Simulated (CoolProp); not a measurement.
A Linde-Hampson liquefier for oxygen: isothermal reversible compression at 200 K from 1 atm to 10 MPa, throttling to 1 atm, return gas leaving the recuperator 10 K below the feed. Each further row changes one setting.

The numbers come from the reference Helmholtz-energy equation of state, Schmidt 1985 in CoolProp.

```json
[
 {"case": "as stated", "liquid yield per pass": "0.171", "compression work (kJ/kg of gas)": "223"},
 {"case": "high pressure 20 MPa", "liquid yield per pass": "?", "compression work (kJ/kg of gas)": "246"},
 {"case": "warm-end temperature 230 K", "liquid yield per pass": "?", "compression work (kJ/kg of gas)": "264"},
 {"case": "warm-end gap 15 K", "liquid yield per pass": "?", "compression work (kJ/kg of gas)": "223"}
]
```

### Question
Fill in the missing entries.

### Answer

- high pressure 20 MPa, liquid yield per pass: 0.317
- warm-end temperature 230 K, liquid yield per pass: 0.099
- warm-end gap 15 K, liquid yield per pass: 0.159
